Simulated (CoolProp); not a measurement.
Properties of octamethyltrisiloxane (MDM) along the isotherm 575 K (Tc = 565.4 K, pc = 1.438 MPa, ω = 0.528).

The numbers come from the reference Helmholtz-energy equation of state, Thol 2017 in CoolProp.

| p (MPa) | phase | cp (kJ/(kg K)) | fugacity coefficient |
|---|---|---|---|
| 0.216 | gas | 2.111 | 0.9534 |
| 0.431 | gas | 2.136 | 0.9073 |
| 0.647 | gas | 2.172 | 0.8612 |
| 0.863 | gas | … | … |
| 1.08 | gas | 2.330 | 0.7684 |
| 1.29 | gas | 2.551 | 0.7222 |
| 1.51 | supercritical | 3.506 | … |
| 1.73 | supercritical | … | 0.6146 |
| 1.94 | supercritical | 3.139 | 0.5640 |
| 2.16 | supercritical | 2.859 | 0.5206 |

Problem. Complete the blanks.

Solution. 
- 0.863, cp (kJ/(kg K)): 2.228
- 0.863, fugacity coefficient: 0.8151
- 1.51, fugacity coefficient: 0.6715
- 1.73, cp (kJ/(kg K)): 4.367

The peak of cp marks the crossing from liquid-like to gas-like fluid above the critical point.
